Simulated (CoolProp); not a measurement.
Vapour-liquid equilibrium of ethane (1) + C3F8 (R218) (2) at -45.55 °C; x and y are mole fractions of (1).

Model: multi-fluid Helmholtz-energy mixture model, Bücker 2006 and Lemmon 2006; pair parameters Bell 2016, in CoolProp.

| x | bubble pressure, mixture model (MPa) | bubble pressure, Raoult's law (MPa) | y, mixture model | y, Raoult's law |
|---|---|---|---|---|
| 0.05 | 0.1324 | 0.09586 | ? | 0.337 |
| 0.2 | 0.3086 | 0.1826 | ? | 0.707 |
| 0.35 | 0.4253 | 0.2693 | 0.870 | 0.838 |
| 0.5 | ? | 0.3561 | 0.897 | 0.906 |
| 0.65 | 0.5335 | 0.4428 | 0.915 | 0.947 |
| 0.8 | 0.5751 | 0.5296 | ? | 0.975 |
| 0.95 | ? | 0.6163 | 0.978 | 0.995 |

### Question
Some entries are withheld; supply them.

### Answer

- 0.05, y, mixture model: 0.505
- 0.2, y, mixture model: 0.805
- 0.5, bubble pressure, mixture model (MPa): 0.4910
- 0.8, y, mixture model: 0.937
- 0.95, bubble pressure, mixture model (MPa): 0.6262

The largest gap from Raoult's law is +69.0 % in bubble pressure, at x = 0.2. No azeotrope shows between x = 0.05 and 0.95.

Pair parameters are fitted to limited data, so mixtures are less certain than the pure fluids. With so large a gap from Raoult's law the liquid may split in two, which this calculation doesn't test in full.
